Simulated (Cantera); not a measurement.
Charge: 1 mol CH2F2, 0.5 mol HCl, 0.17 mol H2, held at 2850 °C and 64.0 mbar.

These are equilibrium values from Cantera (NASA tables, ideal gas, pure condensed phases), not measurements of a reactor. Candidate condensed phases: C, C6H6, C7H8, C8H18; 118 gas species. The tables' values for CCl are old estimates; treat these amounts as uncertain. The numbers say what is thermodynamically allowed, not how fast it happens.

Base state: HF 0.590, H 0.168, Cl 0.117, HCl 0.0362, H2 0.0350, F 0.0217, C3 0.0171, CF 0.00321 (mole fractions); condensed: C(graphite).

What changes in the equilibrium state with this change: CH2F2 replaced by c-C4F8?


| species | before | after |
|---|---|---|
| F | 0.0217 | 0.631 |
| HF | 0.590 | 0.104 |
| CF | 0.00321 | 0.0932 |
| H | 0.168 | 0.00102 |
| H2 | 0.0350 | 1.29e-6 |
| CF2 | 0.000102 | 0.0860 |
| HCl | 0.0362 | 0.000117 |
| Cl | 0.117 | 0.0624 |
| C3 | 0.0171 | 0.0171 |
| CF4 | <1e-9 | 3.05e-5 |
| C4H2 | 0.000112 | 4.12e-9 |
| C2H2 (acetylene) | 0.00307 | 1.13e-7 |
| CF3 | 1.19e-8 | 0.000292 |
| C2H2 (vinylidene) | 1.27e-5 | <1e-9 |
| C(graphite), mol | 0.752 | 2.08 |
The feed counts by its element totals alone.
